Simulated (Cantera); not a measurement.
A perfectly stirred reactor is fed with C₂H₆ : N₂ : H₂O = 1 : 140 : 4.1 (molar parts), at 100000 Pa; it is held at 1625 K, and followed from long to short residence time.

Computed with Cantera and GRI-Mech 3.0 (53 species, 325 reactions).

x: mole fraction; the columns are a selection and need not sum to one.

| τ (s) | x C₂H₆ | x CH₃ | x C₂H₂ | x CH₂ | x CH₄ |
|---|---|---|---|---|---|
| 1.2 | [?] | 2.57e-5 | 0.00393 | 1.96e-8 | 0.00185 |
| 0.45 | [?] | 3.81e-5 | 0.00448 | 3.59e-8 | 0.00213 |
| 0.17 | [?] | 5.57e-5 | 0.00481 | 6.70e-8 | 0.00228 |
| 0.064 | [?] | 8.01e-5 | 0.00498 | 1.27e-7 | 0.00231 |
| 0.024 | [?] | 0.000113 | 0.00502 | 2.41e-7 | 0.00224 |
| 0.0092 | [?] | 0.000158 | 0.00490 | 4.44e-7 | 0.00213 |
| 0.0035 | [?] | 0.000220 | 0.00455 | 7.96e-7 | 0.00199 |
| 0.0013 | [?] | 0.000315 | 0.00380 | 1.38e-6 | 0.00182 |

**Question.** What belongs in the gaps?

**Answer.** 
- 1.2, x C₂H₆: 2.30e-6
- 0.45, x C₂H₆: 5.40e-6
- 0.17, x C₂H₆: 1.22e-5
- 0.064, x C₂H₆: 2.67e-5
- 0.024, x C₂H₆: 5.63e-5
- 0.0092, x C₂H₆: 0.000115
- 0.0035, x C₂H₆: 0.000234
- 0.0013, x C₂H₆: 0.000494
